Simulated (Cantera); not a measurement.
# Catalytic stagnation flow on Pt

A jet of CH4 : O2 : N2 = 0.012 : 0.2 : 0.79 (molar parts), equivalence ratio 0.12 at 300 K and 11000 Pa hits a platinum plate 9.4 cm away at a mass flux of 0.087 kg/m²/s; the plate temperature is set and raised in steps from an oxygen-covered start.

Computed with Cantera and Deutschmann's 1995 Pt surface mechanism with GRI-Mech 3.0 gas chemistry. Catalytic surfaces can have several steady states; this one follows from the mechanism file's or the stated starting coverage.

```
plate T (K)  wall x CH4  wall x O2  wall x H2O  wall x OH  wall x CO  wall x CO2  θ free Pt   θ O*
-----------  ----------  ---------  ----------  ---------  ---------  ----------  ---------  -----
950             0.00631      0.188      0.0105    5.87e-8    2.95e-6     0.00691      0.223  0.777
1000            0.00470      0.184      0.0135    1.64e-7    2.94e-6     0.00885      0.286  0.714
1050            0.00352      0.182      0.0156    4.02e-7    2.90e-6      0.0103      0.350  0.649
1100            0.00269      0.180      0.0171    8.86e-7    2.88e-6      0.0112      0.414  0.586
1150            0.00211      0.179      0.0181    1.80e-6    2.94e-6      0.0119      0.476  0.524
1200            0.00160      0.178      0.0189    3.46e-6    3.66e-6      0.0123      0.535  0.464
1250            0.00125      0.177      0.0195    6.16e-6    4.38e-6      0.0126      0.592  0.408
1300           0.000969      0.177      0.0200    1.04e-5    5.29e-6      0.0129      0.644  0.355
```
x: mole fraction at the wall; θ: surface coverage.
